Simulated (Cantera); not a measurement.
An adiabatic, constant-pressure homogeneous reactor starts with CH₄ : C₂H₆ : C₃H₈ : O₂ : N₂ = 1 : 0.04 : 1.4 : 4.81 : 18.1 (molar parts), equivalence ratio 1.9, at 1150 K and 6.32 atm. Integrator tolerance rtol = 1e-08.

Model: GRI-Mech 3.0 (53 species, 325 reactions), integrated in Cantera. GRI-Mech 3.0 was tuned for natural gas; its chemistry of propane as a main component is partial and can be far from experiment.

Question: What does this change do: initial temperature 1150 to 1573 K?

Answer: 
```
quantity                                                              before                                      after
---------------------------------  -----------------------------------------  -----------------------------------------
time of steepest temperature rise                                    6.26 ms                                    17.5 µs
temperature at 0.400 s                                                2362 K                                     2709 K
equilibrium temperature                                               2362 K                                     2709 K
x(CH₄) at 0.400 s                  6.71e-10 (gas-phase equilibrium 7.54e-10)  1.53e-10 (gas-phase equilibrium 1.71e-10)
x(C₂H₆) at 0.400 s                     <1e-12 (gas-phase equilibrium <1e-12)      <1e-12 (gas-phase equilibrium <1e-12)
x(C₃H₈) at 0.400 s                     <1e-12 (gas-phase equilibrium <1e-12)      <1e-12 (gas-phase equilibrium <1e-12)
x(HCN) at 0.400 s                    6.11e-7 (gas-phase equilibrium 6.11e-7)    5.75e-7 (gas-phase equilibrium 5.75e-7)
x(CO₂) at 0.400 s                      0.0227 (gas-phase equilibrium 0.0227)      0.0203 (gas-phase equilibrium 0.0203)
```

Question: What does this change do: 1.2 parts H2 added?

Answer: 
```tsv
quantity	before	after
time of steepest temperature rise	6.26 ms	2.04 ms
temperature at 0.400 s	2362 K	2322 K
equilibrium temperature	2362 K	2322 K
x(CH₄) at 0.400 s	6.71e-10 (gas-phase equilibrium 7.54e-10)	1.46e-9 (gas-phase equilibrium 1.65e-9)
x(C₂H₆) at 0.400 s	<1e-12 (gas-phase equilibrium <1e-12)	<1e-12 (gas-phase equilibrium <1e-12)
x(C₃H₈) at 0.400 s	<1e-12 (gas-phase equilibrium <1e-12)	<1e-12 (gas-phase equilibrium <1e-12)
x(HCN) at 0.400 s	6.11e-7 (gas-phase equilibrium 6.11e-7)	8.08e-7 (gas-phase equilibrium 8.08e-7)
x(CO₂) at 0.400 s	0.0227 (gas-phase equilibrium 0.0227)	0.0185 (gas-phase equilibrium 0.0185)
```
